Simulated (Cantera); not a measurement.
Input: 1 mol C2H6, 0.036 mol CO2, 9 mol H2, at 0.430 bar.

Equilibrium computed with Cantera from the NASA thermochemical tables; the gas is ideal and each condensed phase is pure. Candidate condensed phases: C, C6H6, C7H8, C8H18, H2O; 110 gas species. The numbers say what is thermodynamically allowed, not how fast it happens. All values below are at 2050 K.

Base state: H2 0.989, CO 0.00595, H 0.00344, C2H2 (acetylene) 0.00105, CH4 0.000157, CH3 1.07e-5 (mole fractions); condensed: C(graphite).

Problem. What changes in the equilibrium state with this change: pressure from 0.430 bar to 0.00230 bar?

Solution. 
```tsv
species	before	after
H2	0.989	0.947
H	0.00344	0.0460
CO	0.00595	0.00583
CH4	0.000157	7.69e-7
CH3	1.07e-5	7.35e-7
C2H2 (acetylene)	0.00105	0.00101
C(graphite), mol	1.94	1.94
```

Problem. What changes in the equilibrium state with this change: C2H6 replaced by CO?

Solution. 
| species | before | after |
|---|---|---|
| H2 | 0.989 | 0.890 |
| CO | 0.00595 | 0.103 |
| H2O | 2.45e-7 | 0.00350 |
| C2H2 (acetylene) | 0.00105 | 1.12e-9 |
| CO2 | <1e-9 | 8.49e-5 |
| CH4 | 0.000157 | 1.38e-7 |
| CH3 | 1.07e-5 | 9.97e-9 |
| C(graphite), mol | 1.94 | 0 |
